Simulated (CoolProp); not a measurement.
A single-stage vapour-compression cycle with sulfur hexafluoride: evaporating at 241.15 K (dew point), condensing at 304.15 K (bubble point), superheat 8 K, subcooling 0 K, compressor efficiency 0.6, no pressure losses. Each further row changes one setting.

The numbers come from the reference Helmholtz-energy equation of state, Guder 2009 in CoolProp.

```csv
case,cooling COP,pressure ratio,discharge temperature (K),refrigerating effect (kJ/kg),volumetric capacity (kJ/m³)
as stated,1.11,5.92,327.4,41.3,1480
evaporating temperature 246.15 K,1.30,4.97,325.7,43.5,1850
condensing temperature 299.15 K,1.37,5.28,321.8,47.8,1720
subcooling 5 K,1.30,5.92,327.4,48.3,1740
superheat 18 K,1.20,5.92,337.3,47.6,1620
compressor efficiency 0.5,0.923,5.92,335.6,41.3,1480
```
